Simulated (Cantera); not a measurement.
Input (Python, Cantera) and output of one run.

```python
import numpy as np
import cantera as ct

gas_names = """
    Cr CrN H H2 N NH NH2 NH3 N2 N2H2 N2H4
""".split()
cond_names = """
    Cr(cr) Cr(L) CrN(s) Cr2N(s)
""".split()


# ... load() reads the species with a 1 bar reference pressure and builds the phases ...
atoms = {
    'Cr': {'Cr': 1},
    'NH3': {'N': 1, 'H': 3},
    'N2': {'N': 2},
}
top_T = {'CrN(s)': 1900, 'Cr2N(s)': 1900}  # K; cautious upper limits of use, not melting points


# ... equilibrate(T, P, feed) seeds the gas with the atoms and calls Mixture.equilibrate('TP', solver="vcs", rtol=1e-11, max_steps=5000) ...
results = []
feed = {'Cr': 1, 'NH3': 3.9, 'N2': 0.64}  # mol
P = 10000  # Pa
for T in [1248, 1398, 1548, 1698, 1848, 1998, 2148, 2298, 2448, 2598, 2748]:
    mix = equilibrate(T, P, feed)
    results.append((T, P, feed, dict(zip(mix.species_names, mix.species_moles))))

top = {s: max(r[3][s] / sum(r[3][g] for g in gas_names) for r in results) for s in gas_names}
cols = sorted((s for s in top if top[s] > 0.0001), key=lambda s: -top[s])[:8]
seen = [c for c in cond_names if any(r[3].get(c, 0) > 1e-12 for r in results)]
print("log10 of partial pressures in bar; condensed amounts in mol")
print(f"{'T/K':>10s}" + "".join(f"{s[:9]:>10s}" for s in cols + seen))
for T, P, feed, n in results:
    ng = sum(n[g] for g in gas_names)
    print(f"{T:10.4g}" + "".join(f"{np.log10(max(n[s] / ng * P / 1e5, 1e-99)):10.3f}" for s in cols)
          + "".join(f"{n.get(c, 0):10.4g}" for c in seen))
```

Result:

```
log10 of partial pressures in bar; condensed amounts in mol
       T/K        H2        N2         H        Cr    Cr(cr)     Cr(L)   Cr2N(s)
      1248    -1.146    -1.544    -6.904    -9.320         0         0       0.5
      1398    -1.146    -1.544    -5.898    -7.316         0         0       0.5
      1548    -1.159    -1.513    -5.091    -5.835    0.9999         0         0
      1698    -1.159    -1.513    -4.420    -4.695    0.9983         0         0
      1848    -1.161    -1.514    -3.856    -3.748    0.9849         0         0
      1998    -1.166    -1.519    -3.378    -2.951    0.9043         0         0
      2148    -1.189    -1.539    -2.974    -2.278         0    0.5273         0
      2298    -1.221    -1.567    -2.629    -1.980         0         0         0
      2448    -1.236    -1.572    -2.319    -1.986         0         0         0
      2598    -1.262    -1.581    -2.050    -1.995         0         0         0
      2748    -1.304    -1.596    -1.820    -2.009         0         0         0
```

Method: chemical equilibrium by Gibbs-energy minimisation in Cantera with the NASA 1993 tables (ideal gas, pure condensed phases).
